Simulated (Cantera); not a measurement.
## Fluorocarbon and chlorocarbon gases: CH3Cl + CH4 + H2 + Si

Charge: 1 mol CH3Cl, 1.5 mol CH4, 4.8 mol H2, 0.024 mol Si, at 0.0100 bar.

Equilibrium computed with Cantera from the NASA thermochemical tables; the gas is ideal and each condensed phase is pure. Candidate condensed phases: C, C6H6, C7H8, C8H18, Si, SiC; 109 gas species. The tables' values for SiCl, SiCl3 are old estimates; treat these amounts as uncertain. Rates play no part.

From 750 °C to 1750 °C the condensed part is C(graphite) + SiC(s). From 1850 °C to 2050 °C the condensed part is C(graphite). The main Si-bearing gas is SiCl4 at 750 °C and Si at 2050 °C.

| T (°C) | x H2 | x HCl | x H | x Cl | x C2H2 (acetylene) | x Si | x SiCl2 | x SiCl4 | n C(graphite) | n SiC(s) |
|---|---|---|---|---|---|---|---|---|---|---|
| 750 | 0.901 | 0.0973 | 3.93e-8 | 3.91e-9 | 1.89e-9 | <1e-12 | 8.87e-6 | 0.00114 | 2.48 | 0.0116 |
| 850 | 0.898 | 0.101 | 4.04e-7 | 4.04e-8 | 1.98e-8 | <1e-12 | 2.46e-5 | 0.000153 | 2.48 | 0.0219 |
| 950 | 0.898 | 0.102 | 2.85e-6 | 2.78e-7 | 1.41e-7 | <1e-12 | 5.43e-5 | 2.55e-5 | 2.48 | 0.0230 |
| 1050 | 0.898 | 0.102 | 1.50e-5 | 1.43e-6 | 7.41e-7 | 2.95e-11 | 0.000105 | 5.51e-6 | 2.48 | 0.0228 |
| 1150 | 0.898 | 0.102 | 6.29e-5 | 5.84e-6 | 3.08e-6 | 8.11e-10 | 0.000184 | 1.48e-6 | 2.48 | 0.0221 |
| 1250 | 0.898 | 0.101 | 0.000219 | 1.98e-5 | 1.06e-5 | 1.44e-8 | 0.000298 | 4.72e-7 | 2.48 | 0.0210 |
| 1350 | 0.898 | 0.101 | 0.000655 | 5.80e-5 | 3.13e-5 | 1.78e-7 | 0.000452 | 1.73e-7 | 2.48 | 0.0195 |
| 1450 | 0.897 | 0.100 | 0.00173 | 0.000150 | 8.12e-5 | 1.64e-6 | 0.000649 | 7.09e-8 | 2.48 | 0.0175 |
| 1550 | 0.895 | 0.0997 | 0.00410 | 0.000348 | 0.000189 | 1.18e-5 | 0.000889 | 3.18e-8 | 2.48 | 0.0150 |
| 1650 | 0.890 | 0.0984 | 0.00889 | 0.000739 | 0.000402 | 6.92e-5 | 0.00117 | 1.53e-8 | 2.48 | 0.0114 |
| 1750 | 0.881 | 0.0965 | 0.0178 | 0.00145 | 0.000787 | 0.000339 | 0.00147 | 7.76e-9 | 2.48 | 0.00451 |
| 1850 | 0.865 | 0.0949 | 0.0334 | 0.00269 | 0.00143 | 0.000909 | 0.00116 | 2.73e-9 | 2.47 | 0 |
| 1950 | 0.839 | 0.0926 | 0.0587 | 0.00470 | 0.00244 | 0.00138 | 0.000578 | 6.48e-10 | 2.45 | 0 |
| 2050 | 0.800 | 0.0882 | 0.0974 | 0.00771 | 0.00388 | 0.00163 | 0.000238 | 1.31e-10 | 2.41 | 0 |
x: gas mole fraction; n: condensed amount in mol.
